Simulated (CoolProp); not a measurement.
Dimethyl ether at 488.45 K and 0.357 MPa is throttled through a valve to 0.0707 MPa with no heat exchange. Each further row changes one setting.

The numbers come from the reference Helmholtz-energy equation of state, Wu 2011 in CoolProp.

```csv
case,temperature change (K),final density (kg/m³)
as stated,(withheld),(withheld)
outlet pressure 0.0212 MPa,(withheld),(withheld)
outlet pressure 0.0919 MPa,(withheld),(withheld)
```

Some entries are withheld; supply them.


- as stated, temperature change (K): -1.5
- as stated, final density (kg/m³): 0.806
- outlet pressure 0.0212 MPa, temperature change (K): -1.7
- outlet pressure 0.0212 MPa, final density (kg/m³): 0.242
- outlet pressure 0.0919 MPa, temperature change (K): -1.4
- outlet pressure 0.0919 MPa, final density (kg/m³): 1.05
